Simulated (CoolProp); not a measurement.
Vapour-liquid equilibrium of carbon dioxide (1) + CH2F2 (R32) (2) at 243.8 K; x and y are mole fractions of (1).

Computed with CoolProp (multi-fluid Helmholtz-energy mixture model, Span 1996 and Tillner-Roth 1997; pair parameters Bell 2016).

Question: Give the bubble pressure and the first vapour's composition at x = 0.35, 0.55, 0.75. Is there an azeotrope?

Answer: x = 0.35: 6.969 bar, y = 0.709; x = 0.55: 9.293 bar, y = 0.837; x = 0.75: 11.59 bar, y = 0.920. No azeotrope shows between x = 0.05 and 0.95.

The pair parameters rest on a limited set of measurements; away from them the model extrapolates. The gap from Raoult's law changes sign with composition, which may be real or a fault of the pair parameters; it wasn't checked against measurements.
